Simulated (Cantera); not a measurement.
Feed: 1 mol c-C₄F₈, 3.7 mol H₂, held at 2400 °C.

Cantera equilibrium calculation (NASA polynomials, part measured and part estimated; ideal gas, pure solids and liquids). Candidate condensed phases: C, C₆H₆, C₇H₈, C₈H₁₈; 95 gas species. The feed counts by its element totals alone. The numbers say what is thermodynamically allowed, not how fast it happens.

Q: At 1.00 Pa, list the 4 most abundant gas species with their mole fractions, and the condensed phases.

A: F 0.369, H 0.338, HF 0.149, C 0.0685. Condensed: gas only.
